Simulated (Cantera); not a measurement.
An isothermal, constant-pressure homogeneous reactor starts with NO : N2 = 1 : 2.8 (molar parts), at 1473 K and 45.8 Torr.

Computed with Cantera and GRI-Mech 3.0 (53 species, 325 reactions).

Q: Predict: x(NO) at 300 s; x(O) at 300 s; x(N2O) at 300 s; x(NO2) at 300 s; x(N2) at 300 s; x(O2) at 300 s.

A: 
| Quantity | Value |
|---|---|
| x(NO) at 300 s | 0.247 (gas-phase equilibrium 0.000892) |
| x(O) at 300 s | 1.14e-6 (gas-phase equilibrium 4.12e-6) |
| x(N2O) at 300 s | 1.89e-5 (gas-phase equilibrium 1.43e-8) |
| x(NO2) at 300 s | 7.02e-5 (gas-phase equilibrium 1.01e-6) |
| x(N2) at 300 s | 0.745 (gas-phase equilibrium 0.868) |
| x(O2) at 300 s | 0.00780 (gas-phase equilibrium 0.131) |
